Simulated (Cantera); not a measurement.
Equilibrium for carbothermic reduction: Fe3O4 + C + H2 + CH4

Input: 1 mol Fe3O4, 2.3 mol C, 0.23 mol H2, 2.4 mol CH4, equilibrated at 75.0 Torr.

Equilibrium computed with Cantera from the NASA thermochemical tables; the gas is ideal and each condensed phase is pure. Candidate condensed phases: C, C6H6, C7H8, C8H18, Fe, Fe(CO)5, FeO, Fe(OH)2, Fe(OH)3, Fe2O3, Fe3O4, H2O; 114 gas species. Iron dissolves carbon and melts from about 1420 K in contact with it, which pure phases cannot show. Condensed phases not in the tables: cementite and carbon dissolved in iron. The numbers say what is thermodynamically allowed, not how fast it happens.

| T (K) | x H2 | x CO | x Fe | x H | x C2H2 (acetylene) | x H2O | x CH4 | x CO2 | n C(graphite) | n Fe(γ) | n Fe(δ) | n Fe(l) |
|---|---|---|---|---|---|---|---|---|---|---|---|---|
| 1223 | 0.556 | 0.442 | 1.06e-9 | 7.09e-7 | 8.71e-8 | 0.000495 | 0.000412 | 0.000269 | 0.703 | 3.00 | 0 | 0 |
| 1373 | 0.557 | 0.443 | 7.80e-8 | 7.86e-6 | 9.62e-7 | 0.000115 | 0.000156 | 4.46e-5 | 0.700 | 3.00 | 0 | 0 |
| 1523 | 0.557 | 0.443 | 2.43e-6 | 5.45e-5 | 6.58e-6 | 3.60e-5 | 7.14e-5 | 1.07e-5 | 0.700 | 3.00 | 0 | 0 |
| 1673 | 0.557 | 0.443 | 4.01e-5 | 0.000269 | 3.17e-5 | 1.39e-5 | 3.76e-5 | 3.34e-6 | 0.699 | 0 | 3.00 | 0 |
| 1823 | 0.556 | 0.443 | 0.000407 | 0.00102 | 0.000117 | 6.27e-6 | 2.20e-5 | 1.28e-6 | 0.698 | 0 | 0 | 3.00 |
| 1973 | 0.553 | 0.441 | 0.00268 | 0.00317 | 0.000354 | 3.19e-6 | 1.39e-5 | 5.67e-7 | 0.693 | 0 | 0 | 2.98 |
| 2123 | 0.542 | 0.435 | 0.0133 | 0.00835 | 0.000898 | 1.75e-6 | 9.19e-6 | 2.79e-7 | 0.683 | 0 | 0 | 2.88 |
| 2273 | 0.511 | 0.415 | 0.0530 | 0.0190 | 0.00193 | 9.61e-7 | 5.89e-6 | 1.42e-7 | 0.663 | 0 | 0 | 2.49 |
| 2423 | 0.427 | 0.357 | 0.175 | 0.0367 | 0.00331 | 4.52e-7 | 3.12e-6 | 6.32e-8 | 0.625 | 0 | 0 | 1.03 |
x: gas mole fraction; n: condensed amount in mol.

From 1223 K to 1523 K the condensed part is C(graphite) + Fe(γ). At 1673 K the condensed part is C(graphite) + Fe(δ). From 1823 K to 2423 K the condensed part is C(graphite) + Fe(l).
